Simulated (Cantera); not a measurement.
A closed system holds: 1 mol B, 1.4 mol O2, 2.1 mol N2, equilibrated at 1175 K and 750 Torr.

These are equilibrium values from Cantera (NASA tables, ideal gas, pure condensed phases), not measurements of a reactor. Candidate condensed phases: B, BN, B2O3; 17 gas species. The numbers say what is thermodynamically allowed, not how fast it happens.

Task: What is the equilibrium state?

Result: 
```json
{
  "x(N2)": "0.764",
  "x(O2)": "0.236",
  "x(NO)": "0.000168",
  "x(NO2)": "3.42e-6",
  "n(B2O3(l))": "0.500 mol",
  "gas_amount": "2.750 mol",
  "log10 activity of B(s) (absent)": "-21.33"
}
```
